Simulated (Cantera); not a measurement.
An isothermal, constant-pressure homogeneous reactor starts with 12.0 % NO, 88.0 % N₂, at 1550 K and 120000 Pa.

Detailed kinetics in Cantera: GRI-Mech 3.0 (53 species, 325 reactions).

x: mole fraction; the columns are a selection and need not sum to one.

| t (s) | x NO | x NO₂ | x N₂O | x O | x N₂ | x O₂ |
|---|---|---|---|---|---|---|
| 7.00e-6 | 0.120 | 2.38e-10 | ? | 1.85e-9 | 0.880 | <1e-12 |
| 3.07e-5 | 0.120 | 3.55e-9 | ? | 5.62e-9 | 0.880 | 1.36e-12 |
| 0.000134 | 0.120 | 3.17e-8 | ? | 8.61e-9 | 0.880 | 1.27e-11 |
| 0.000589 | 0.120 | 1.69e-7 | ? | 9.64e-9 | 0.880 | 8.49e-11 |
| 0.00258 | 0.120 | 8.11e-7 | ? | 1.40e-8 | 0.880 | 8.69e-10 |
| 0.0113 | 0.120 | 4.19e-6 | ? | 3.51e-8 | 0.880 | 2.62e-8 |
| 0.0495 | 0.120 | 2.10e-5 | 4.88e-6 | 1.27e-7 | 0.880 | 1.86e-6 |
| 0.217 | 0.120 | 3.73e-5 | 5.16e-6 | 2.11e-7 | 0.880 | 4.39e-5 |
| 0.951 | 0.120 | 4.19e-5 | 5.12e-6 | 2.37e-7 | 0.880 | 0.000262 |
| 4.17 | 0.118 | 5.70e-5 | 4.96e-6 | 3.24e-7 | 0.881 | 0.00120 |
| 18.3 | 0.110 | 9.15e-5 | ? | 5.49e-7 | 0.885 | 0.00503 |
| 80.0 | 0.0853 | 0.000126 | ? | 9.68e-7 | 0.897 | 0.0175 |

Task: Complete the blanks.

Result: 
- 7.00e-6, x N₂O: 2.09e-9
- 3.07e-5, x N₂O: 9.16e-9
- 0.000134, x N₂O: 4.00e-8
- 0.000589, x N₂O: 1.73e-7
- 0.00258, x N₂O: 7.16e-7
- 0.0113, x N₂O: 2.48e-6
- 18.3, x N₂O: 4.33e-6
- 80.0, x N₂O: 2.61e-6
